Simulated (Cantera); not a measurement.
Input: 1 mol BN, 11 mol H2O, 1.5 mol NF3, held at 7.50 Torr.

Method: chemical equilibrium by Gibbs-energy minimisation in Cantera with the NASA 1993 tables (ideal gas, pure condensed phases). Candidate condensed phases: B, BN, B2O3, B3O3H3, H2O; 62 gas species. Gases not in the tables: H3BO3. Rates play no part. All values below are at 1425 °C.

Base state: H2O 0.570, HF 0.257, N2 0.0811, BOF 0.0355, HBO2 0.0292, O2 0.0241, OH 0.00158, H2 0.000722 (mole fractions); condensed: gas only.

Q: What changes in the equilibrium state with this change: NF3 from 1.5 to 17 mol?

A: 
```json
[
 {"species": "F", "before": "1.34e-6", "after": "0.409"},
 {"species": "HF", "before": "0.257", "after": "0.346"},
 {"species": "N2", "before": "0.0811", "after": "0.141"},
 {"species": "H2O", "before": "0.570", "after": "<1e-9"},
 {"species": "BOF", "before": "0.0355", "after": "<1e-9"},
 {"species": "HBO2", "before": "0.0292", "after": "<1e-9"},
 {"species": "BF3", "before": "4.20e-5", "after": "0.0157"},
 {"species": "O2", "before": "0.0241", "after": "0.0862"},
 {"species": "H2", "before": "0.000722", "after": "<1e-9"},
 {"species": "OH", "before": "0.00158", "after": "1.32e-8"},
 {"species": "BO2", "before": "9.84e-5", "after": "<1e-9"},
 {"species": "B2O3", "before": "8.92e-5", "after": "<1e-9"}
]
```
